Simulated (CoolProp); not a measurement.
Dimethyl carbonate along the isotherm 108.55 °C: fugacity coefficient from the reference equation and from simpler models built on Tc = 283.9 °C, pc = 4909 kPa, ω = 0.346; each cubic takes its own stable root.

Computed with CoolProp (reference Helmholtz-energy equation of state, Zhou 2011).

| p (kPa) | phase | reference |
|---|---|---|
| 223 | liquid | 0.7590 |
| 446 | liquid | 0.3820 |
| 669 | liquid | 0.2564 |
| 893 | liquid | 0.1934 |
| 1120 | liquid | 0.1552 |
| 1340 | liquid | 0.1306 |
| 1560 | liquid | 0.1129 |
| 1790 | liquid | 0.09910 |
| 2010 | liquid | 0.08883 |
| 2230 | liquid | 0.08060 |
| 2450 | liquid | 0.07384 |

**Question.** How far does each simpler model (van der Waals, Peng-Robinson) lie from the reference over these 11 states: mean and median of the absolute difference, and the worst?

**Answer.** 
- van der Waals: mean 295.1 %, median 349.5 %, worst +360.2 % at 108.55 °C and 2450 kPa
- Peng-Robinson: mean 0.4 %, median 0.4 %, worst -0.5 % at 108.55 °C and 2450 kPa

At some of these states van der Waals gives the other phase, because its saturation line lies elsewhere.
